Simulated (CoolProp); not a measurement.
Computed with CoolProp (reference Helmholtz-energy equation of state, Akasaka 2015).

For R245fa, give the phase and the density (kg/m³), conductivity (mW/(m K)) at -11.85 °C and 0.101 MPa; 1.05 °C and 0.101 MPa.


- -11.85 °C and 0.101 MPa: liquid; density 1430, conductivity 103
- 1.05 °C and 0.101 MPa: liquid; density 1400, conductivity 99.3

Thermal conductivity comes from a separate model (Huber 2003), an estimate that may be off by 10 % or more.
